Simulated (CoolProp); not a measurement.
A single-stage vapour-compression cycle with the fluid: evaporating at 241.15 K (dew point), condensing at 273.15 K (bubble point), superheat 8 K, subcooling 8 K, compressor efficiency 0.6, no pressure losses. The same conditions are run with several fluids, on thermodynamics alone (safety and materials aside).

The numbers come from the reference Helmholtz-energy equation of state of each fluid (chlorine: Thol 2021; hydrogen sulfide: Lemmon 2006; C3F8 (R218): Lemmon 2006; R404A: Lemmon 2003; ethane: Bücker 2006; R143a: Lemmon and Jacobsen 2000) in CoolProp. Blends and air are pseudo-pure fits.

```json
[
 {"fluid": "chlorine", "cooling COP": "4.01", "pressure ratio": "3.34", "discharge temperature (K)": "388.1", "refrigerating effect (kJ/kg)": "___", "volumetric capacity (kJ/m³)": "1030"},
 {"fluid": "hydrogen sulfide", "cooling COP": "3.99", "pressure ratio": "___", "discharge temperature (K)": "368.4", "refrigerating effect (kJ/kg)": "___", "volumetric capacity (kJ/m³)": "2870"},
 {"fluid": "C3F8 (R218)", "cooling COP": "4.06", "pressure ratio": "3.31", "discharge temperature (K)": "282.0", "refrigerating effect (kJ/kg)": "84.8", "volumetric capacity (kJ/m³)": "1020"},
 {"fluid": "R404A", "cooling COP": "4.04", "pressure ratio": "3.28", "discharge temperature (K)": "304.3", "refrigerating effect (kJ/kg)": "166", "volumetric capacity (kJ/m³)": "1550"},
 {"fluid": "ethane", "cooling COP": "3.77", "pressure ratio": "2.38", "discharge temperature (K)": "312.4", "refrigerating effect (kJ/kg)": "336", "volumetric capacity (kJ/m³)": "5740"},
 {"fluid": "R143a", "cooling COP": "4.13", "pressure ratio": "3.13", "discharge temperature (K)": "305.9", "refrigerating effect (kJ/kg)": "___", "volumetric capacity (kJ/m³)": "1630"}
]
```

Task: Some entries are withheld; supply them.

Result: 
- chlorine, refrigerating effect (kJ/kg): 267
- hydrogen sulfide, pressure ratio: 2.92
- hydrogen sulfide, refrigerating effect (kJ/kg): 471
- R143a, refrigerating effect (kJ/kg): 189
